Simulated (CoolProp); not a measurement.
n-nonane at 384.99 K and 3.76 MPa flows at 0.066 m/s in a round tube of 2 mm bore and 0.25 µm roughness, fully developed (64/Re and Nu = 3.66 if laminar; Colebrook and Gnielinski if turbulent). Each further row changes one setting.

Model: reference Helmholtz-energy equation of state, Lemmon 2006, in CoolProp. It is a short technical equation, of lower accuracy than the large ones.

| case | Reynolds number | Darcy friction factor | pressure drop (Pa/m) | heat-transfer coefficient (W/(m² K)) | mass flow (kg/h) |
|---|---|---|---|---|---|
| as stated | … | 0.219 | 155 | 197 | 0.484 |
| velocity 0.132 m/s | 584 | 0.110 | … | 197 | … |
| diameter 4 mm | 584 | 0.110 | … | … | … |

What belongs in the gaps?


- as stated, Reynolds number: 292
- velocity 0.132 m/s, pressure drop (Pa/m): 310
- velocity 0.132 m/s, mass flow (kg/h): 0.969
- diameter 4 mm, pressure drop (Pa/m): 38.7
- diameter 4 mm, heat-transfer coefficient (W/(m² K)): 98.5
- diameter 4 mm, mass flow (kg/h): 1.94

Viscosity comes from a separate model (Huber 2004). Thermal conductivity comes from a separate model (Huber 2005).
